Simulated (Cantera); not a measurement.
An isothermal, constant-pressure homogeneous reactor starts with H2 : O2 = 0.018 : 1 (molar parts), at 1400 K and 1.05 Torr.

Detailed kinetics in Cantera: GRI-Mech 3.0 (53 species, 325 reactions). Radical loss at walls, strong at low pressure, is not modelled.

x: mole fraction; the columns are a selection and need not sum to one.

```
t (s)         x H2   x O2      x OH       x O       x H     x H2O
--------  --------  -----  --------  --------  --------  --------
4.00e-5     0.0177  0.982  1.68e-10  1.69e-10   1.54e-9  1.73e-12
0.000137    0.0177  0.982   1.66e-9   1.68e-9   4.22e-9  6.08e-11
0.000468    0.0177  0.982         ?         ?         ?         ?
0.00160     0.0177  0.982   7.65e-8   8.47e-8   2.06e-8   3.70e-8
0.00548     0.0177  0.982         ?         ?         ?         ?
0.0187      0.0151  0.980   0.00122   0.00158  0.000243   0.00182
0.0641    0.000119  0.966   0.00230    0.0151  0.000862    0.0160
0.219     0.000118  0.966   0.00229    0.0150  0.000852    0.0160
0.750     0.000116  0.966   0.00226    0.0146  0.000822    0.0160
2.56      0.000107  0.967   0.00218    0.0135  0.000728    0.0161
8.77       8.39e-5  0.971   0.00193    0.0104  0.000495    0.0164
30.0       4.22e-5  0.976   0.00137   0.00508  0.000171    0.0170
```

Q: What belongs in the gaps?

A: 
- 0.000468, x OH: 1.25e-8
- 0.000468, x O: 1.30e-8
- 0.000468, x H: 8.69e-9
- 0.000468, x H2O: 1.71e-9
- 0.00548, x OH: 1.07e-6
- 0.00548, x O: 1.26e-6
- 0.00548, x H: 2.03e-7
- 0.00548, x H2O: 1.23e-6
